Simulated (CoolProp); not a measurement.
Saturation properties of isopentane (Tc = 460.3 K, pc = 3378 kPa, ω = 0.227).

Computed with CoolProp (reference Helmholtz-energy equation of state, Lemmon 2006). It is a short technical equation, of lower accuracy than the large ones.

```csv
T (K),p (kPa),enthalpy of vaporisation (kJ/kg),liquid cp (kJ/(kg K)),vapour Z,surface tension (mN/m),liquid conductivity (mW/(m K))
318.8,180.5,329.0,2.386,0.9341,12.3,95.5
327.6,233.8,321.4,2.437,0.9211,11.3,92.9
336.4,298.4,313.4,2.491,0.9065,10.4,90.3
345.1,374.6,305.1,2.546,0.8905,9.56,87.8
353.9,465.8,296.3,2.605,0.8726,8.68,85.2
362.6,571.4,286.9,2.667,0.8531,7.83,82.6
371.4,695.3,276.9,2.735,0.8314,6.99,79.9
380.1,836.4,266.2,2.807,0.8078,6.17,77.3
388.9,999.6,254.5,2.889,0.7816,5.36,74.6
397.6,1183,241.9,2.982,0.7531,4.58,71.9
406.4,1393,227.9,3.092,0.7213,3.82,69.2
415.2,1629,212.4,3.227,0.6858,3.08,66.5
423.9,1892,195.0,3.404,0.6464,2.38,64.0
```

It boils at 301.0 K under 1 atm.

Thermal conductivity comes from a separate model (Vassiliou 2015). Surface tension comes from a separate correlation (Mulero 2012).
